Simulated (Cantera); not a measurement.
Feed: 1 mol TiCl₄, a varied amount of C₃H₈, held at 1.10 mbar.

Points: T (K) = 1400, 1450, 1500, 1550, 1600, 1650, 1700, 1750, 1800, 1850, 1900, 1950, 2000, 2050; n(C3H8) (mol) = 0.055, 0.077, 0.11, 0.15, 0.21, 0.3, 0.42.

Cantera's Mixture.equilibrate('TP', solver="vcs", rtol=1e-11, max_steps=5000) on the NASA tables stopped like this:

```
ERROR: FAILURE its = 5001!

*******************************************************************************
CanteraError thrown by MultiPhase::equilibrate:
VCS solver failed. Return code: -1
*******************************************************************************
```

**Question.** What got this run through?

**Answer.** One answer among several that fit: The failure is numerical, not chemical. The same input converged with solver="gibbs", rtol=1e-10, max_steps=50000, and the result passed a check of the equilibrium conditions:
```
   1400      0.055  C(gr)
   1400      0.077  C(gr)
   1400       0.11  C(gr) + TiC(s)
   1400       0.15  C(gr) + TiC(s)
   1400       0.21  C(gr) + TiC(s)
   1400        0.3  C(gr) + TiC(s)
   1400       0.42  C(gr) + TiC(s)
   1450      0.055  C(gr)
   1450      0.077  C(gr)
   1450       0.11  C(gr) + TiC(s)
   1450       0.15  C(gr) + TiC(s)
   1450       0.21  C(gr) + TiC(s)
   1450        0.3  C(gr) + TiC(s)
   1450       0.42  C(gr) + TiC(s)
   1500      0.055  C(gr)
   1500      0.077  C(gr)
   1500       0.11  C(gr) + TiC(s)
   1500       0.15  C(gr) + TiC(s)
   1500       0.21  C(gr) + TiC(s)
   1500        0.3  C(gr) + TiC(s)
   1500       0.42  C(gr) + TiC(s)
   1550      0.055  C(gr)
   1550      0.077  C(gr)
   1550       0.11  C(gr) + TiC(s)
   1550       0.15  C(gr) + TiC(s)
   1550       0.21  C(gr) + TiC(s)
   1550        0.3  C(gr) + TiC(s)
   1550       0.42  C(gr) + TiC(s)
   1600      0.055  C(gr)
   1600      0.077  C(gr)
   1600       0.11  C(gr)
   1600       0.15  C(gr) + TiC(s)
   1600       0.21  C(gr) + TiC(s)
   1600        0.3  C(gr) + TiC(s)
   1600       0.42  C(gr) + TiC(s)
   1650      0.055  C(gr)
   1650      0.077  C(gr)
   1650       0.11  C(gr)
   1650       0.15  C(gr) + TiC(s)
   1650       0.21  C(gr) + TiC(s)
   1650        0.3  C(gr) + TiC(s)
   1650       0.42  C(gr) + TiC(s)
   1700      0.055  C(gr)
   1700      0.077  C(gr)
   1700       0.11  C(gr)
   1700       0.15  C(gr) + TiC(s)
   1700       0.21  C(gr) + TiC(s)
   1700        0.3  C(gr) + TiC(s)
   1700       0.42  C(gr) + TiC(s)
   1750      0.055  C(gr)
   1750      0.077  C(gr)
   1750       0.11  C(gr)
   1750       0.15  C(gr) + TiC(s)
   1750       0.21  C(gr) + TiC(s)
   1750        0.3  C(gr) + TiC(s)
   1750       0.42  C(gr) + TiC(s)
   1800      0.055  C(gr)
   1800      0.077  C(gr)
   1800       0.11  C(gr)
   1800       0.15  C(gr) + TiC(s)
   1800       0.21  C(gr) + TiC(s)
   1800        0.3  C(gr) + TiC(s)
   1800       0.42  C(gr) + TiC(s)
   1850      0.055  C(gr)
   1850      0.077  C(gr)
   1850       0.11  C(gr)
   1850       0.15  C(gr) + TiC(s)
   1850       0.21  C(gr) + TiC(s)
   1850        0.3  C(gr) + TiC(s)
   1850       0.42  C(gr) + TiC(s)
   1900      0.055  C(gr)
   1900      0.077  C(gr)
   1900       0.11  C(gr)
   1900       0.15  C(gr) + TiC(s)
   1900       0.21  C(gr) + TiC(s)
   1900        0.3  C(gr) + TiC(s)
   1900       0.42  C(gr) + TiC(s)
   1950      0.055  C(gr)
   1950      0.077  C(gr)
   1950       0.11  C(gr) + TiC(s)
   1950       0.15  C(gr) + TiC(s)
   1950       0.21  C(gr) + TiC(s)
   1950        0.3  C(gr) + TiC(s)
   1950       0.42  C(gr) + TiC(s)
   2000      0.055  C(gr)
   2000      0.077  C(gr)
   2000       0.11  C(gr) + TiC(s)
   2000       0.15  C(gr) + TiC(s)
   2000       0.21  C(gr) + TiC(s)
   2000        0.3  C(gr) + TiC(s)
   2000       0.42  C(gr) + TiC(s)
   2050      0.055  C(gr)
   2050      0.077  C(gr)
   2050       0.11  C(gr) + TiC(s)
   2050       0.15  C(gr) + TiC(s)
   2050       0.21  C(gr) + TiC(s)
   2050        0.3  C(gr) + TiC(s)
   2050       0.42  C(gr) + TiC(s)
```

The gas is ideal and each condensed phase is pure. The tables' values for TiCl2 are old estimates. TiC: taken at fixed stoichiometry.
